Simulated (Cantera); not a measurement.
A closed system holds: 1 mol CH3SiH3, 0.14 mol CH4, 380 mol H2, equilibrated at 10.0 mbar.

Cantera equilibrium calculation (NASA polynomials, part measured and part estimated; ideal gas, pure solids and liquids). Candidate condensed phases: C, C6H6, C7H8, C8H18, Si, SiC; 87 gas species. The feed counts by its element totals alone. Gases not in the tables: Si2H6 and higher silanes. The numbers say what is thermodynamically allowed, not how fast it happens.

log p: log10 of the partial pressure in bar; n: condensed amount in mol.

```json
[
 {"T (°C)": "1602", "log p H2": "-2.00", "log p H": "-4.18", "log p Si": "-6.42", "log p C2H2 (acetylene)": "-5.70", "log p SiC2": "-8.27", "n SiC(s)": "0.983"},
 {"T (°C)": "1627", "log p H2": "-2.00", "log p H": "-4.10", "log p Si": "-6.21", "log p C2H2 (acetylene)": "-5.67", "log p SiC2": "-8.05", "n SiC(s)": "0.972"},
 {"T (°C)": "1652", "log p H2": "-2.00", "log p H": "-4.02", "log p Si": "-6.00", "log p C2H2 (acetylene)": "-5.63", "log p SiC2": "-7.83", "n SiC(s)": "0.955"},
 {"T (°C)": "1677", "log p H2": "-2.01", "log p H": "-3.94", "log p Si": "-5.81", "log p C2H2 (acetylene)": "-5.58", "log p SiC2": "-7.61", "n SiC(s)": "0.930"},
 {"T (°C)": "1702", "log p H2": "-2.01", "log p H": "-3.87", "log p Si": "-5.63", "log p C2H2 (acetylene)": "-5.51", "log p SiC2": "-7.39", "n SiC(s)": "0.895"},
 {"T (°C)": "1727", "log p H2": "-2.01", "log p H": "(withheld)", "log p Si": "(withheld)", "log p C2H2 (acetylene)": "(withheld)", "log p SiC2": "(withheld)", "n SiC(s)": "0.845"},
 {"T (°C)": "1752", "log p H2": "-2.01", "log p H": "-3.72", "log p Si": "-5.31", "log p C2H2 (acetylene)": "-5.35", "log p SiC2": "-6.94", "n SiC(s)": "0.777"},
 {"T (°C)": "1777", "log p H2": "-2.01", "log p H": "-3.65", "log p Si": "-5.16", "log p C2H2 (acetylene)": "-5.26", "log p SiC2": "-6.71", "n SiC(s)": "0.684"},
 {"T (°C)": "1802", "log p H2": "-2.01", "log p H": "-3.58", "log p Si": "-5.02", "log p C2H2 (acetylene)": "-5.16", "log p SiC2": "-6.49", "n SiC(s)": "0.558"},
 {"T (°C)": "1827", "log p H2": "-2.01", "log p H": "-3.51", "log p Si": "-4.88", "log p C2H2 (acetylene)": "-5.06", "log p SiC2": "-6.27", "n SiC(s)": "0.391"},
 {"T (°C)": "1852", "log p H2": "-2.02", "log p H": "(withheld)", "log p Si": "(withheld)", "log p C2H2 (acetylene)": "(withheld)", "log p SiC2": "(withheld)", "n SiC(s)": "(withheld)"},
 {"T (°C)": "1877", "log p H2": "-2.02", "log p H": "-3.38", "log p Si": "-4.67", "log p C2H2 (acetylene)": "-4.89", "log p SiC2": "-5.93", "n SiC(s)": "0"}
]
```

Problem. Fill in the missing entries.

Solution. 
- 1727, log p H: -3.79
- 1727, log p Si: -5.47
- 1727, log p C2H2 (acetylene): -5.44
- 1727, log p SiC2: -7.16
- 1852, log p H: -3.45
- 1852, log p Si: -4.75
- 1852, log p C2H2 (acetylene): -4.95
- 1852, log p SiC2: -6.06
- 1852, n SiC(s): 0.167
